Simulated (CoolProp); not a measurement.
Oxygen along the isobar 3.85 MPa: density (kg/m³) from the reference equation and from simpler models built on Tc = 154.6 K, pc = 5.046 MPa, ω = 0.022; each cubic takes its own stable root.

Model: reference Helmholtz-energy equation of state, Schmidt 1985, in CoolProp.

```json
[
 {"T (K)": "103.5", "phase": "liquid", "reference": "1083"},
 {"T (K)": "114.1", "phase": "liquid", "reference": "1024"},
 {"T (K)": "124.6", "phase": "liquid", "reference": "958.4"},
 {"T (K)": "135.2", "phase": "liquid", "reference": "877.0"},
 {"T (K)": "145.8", "phase": "liquid", "reference": "753.7"},
 {"T (K)": "156.3", "phase": "gas", "reference": "139.1"},
 {"T (K)": "166.9", "phase": "gas", "reference": "116.5"},
 {"T (K)": "177.4", "phase": "gas", "reference": "102.7"},
 {"T (K)": "188", "phase": "gas", "reference": "92.74"},
 {"T (K)": "198.5", "phase": "gas", "reference": "85.10"},
 {"T (K)": "209.1", "phase": "gas", "reference": "78.86"},
 {"T (K)": "219.6", "phase": "gas", "reference": "73.70"},
 {"T (K)": "230.2", "phase": "gas", "reference": "69.26"}
]
```

How far does each simpler model (van der Waals, Redlich-Kwong, Soave-Redlich-Kwong, Peng-Robinson) lie from the reference over these 13 states: mean and median of the absolute difference, and the worst?


- van der Waals: mean 16.3 %, median 1.4 %, worst -77.5 % at 145.8 K and 3.85 MPa
- Redlich-Kwong: mean 1.9 %, median 0.4 %, worst -11.8 % at 145.8 K and 3.85 MPa
- Soave-Redlich-Kwong: mean 1.9 %, median 0.2 %, worst -11.8 % at 145.8 K and 3.85 MPa
- Peng-Robinson: mean 4.7 %, median 3.0 %, worst +12.3 % at 103.5 K and 3.85 MPa

At some of these states van der Waals gives the other phase, because its saturation line lies elsewhere.
